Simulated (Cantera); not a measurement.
An adiabatic, constant-volume homogeneous reactor starts with CO : H₂ : O₂ : N₂ = 1 : 0.25 : 2.08 : 7.83 (molar parts), at 1148 K and 20.7 atm. Integrator tolerance rtol = 1e-08.

Cantera simulation using GRI-Mech 3.0 (53 species, 325 reactions); the numbers are that mechanism's predictions, not measurements. The hydrogen kinetics of GRI-Mech 3.0 are dated; newer H2 mechanisms differ, most at raised pressure. The pressure lies above the range GRI-Mech 3.0 was tuned for (to about 10 atm).

| quantity | before | after |
|---|---|---|
| time of steepest temperature rise | 0.361 ms | 0.888 ms |
| temperature at 5.00 s | 2192 K | 2155 K |
| equilibrium temperature | 2192 K | 2155 K |
| x(CO) at 5.00 s | 0.000242 (gas-phase equilibrium 0.000242) | 0.000183 (gas-phase equilibrium 0.000183) |
| x(H₂) at 5.00 s | 1.14e-5 (gas-phase equilibrium 1.14e-5) | 8.81e-6 (gas-phase equilibrium 8.81e-6) |
| x(O₂) at 5.00 s | 0.133 (gas-phase equilibrium 0.133) | 0.133 (gas-phase equilibrium 0.133) |
| x(H₂O₂) at 5.00 s | 1.74e-7 (gas-phase equilibrium 1.74e-7) | 1.59e-7 (gas-phase equilibrium 1.59e-7) |
| x(HO₂) at 5.00 s | 4.89e-6 (gas-phase equilibrium 4.89e-6) | 4.34e-6 (gas-phase equilibrium 4.34e-6) |

Task: Which change was made?
A) CO 1 to 0.57 parts
B) pressure from 20.7 atm to 0.493 atm
C) initial temperature 1148 to 1100 K
D) pressure from 20.7 atm to 0.987 atm

Result: C, initial temperature 1148 to 1100 K
